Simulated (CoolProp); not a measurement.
Vapour pressure (kPa) of n-perfluorohexane: the reference equation beside estimates from Tc = 448.0 K, pc = 1742 kPa, ω = 0.497. Clausius-Clapeyron is anchored at 333.3 K with a constant enthalpy of vaporisation of 28.26 kJ/mol.

Computed with CoolProp (reference Helmholtz-energy equation of state, Gao 2022).

```
T (K)  reference  Clausius-Clapeyron  van der Waals  Redlich-Kwong  Soave-Redlich-Kwong
-----  ---------  ------------------  -------------  -------------  -------------------
319        68.01               70.99          380.7          175.6                68.04
321.4      74.25               76.86          395.3          186.7                74.32
323.8      80.93               83.13          410.2          198.4                81.06
326.1      87.77               89.52          424.9          210.0                87.96
328.5      95.38               96.61          440.6          222.6                95.65
330.9      103.5               104.1          456.6          235.8                103.9
333.3      112.1               112.1          473.0          249.5                112.6
335.7      121.3               120.6          489.8          263.8                121.9
338        130.7               129.2          506.2          278.0                131.4
340.4      141.0               138.7          523.8          293.4                141.9
342.8      152.0               148.8          541.7          309.4                153.1
345.2      163.6               159.4          560.0          326.0                164.9
```

Absolute difference from the reference over all 12 rows, mean and median: Clausius-Clapeyron 1.9 and 1.8 %, van der Waals 339.1 and 331.6 %, Redlich-Kwong 126.6 and 125.2 %, Soave-Redlich-Kwong 0.4 and 0.4 %.
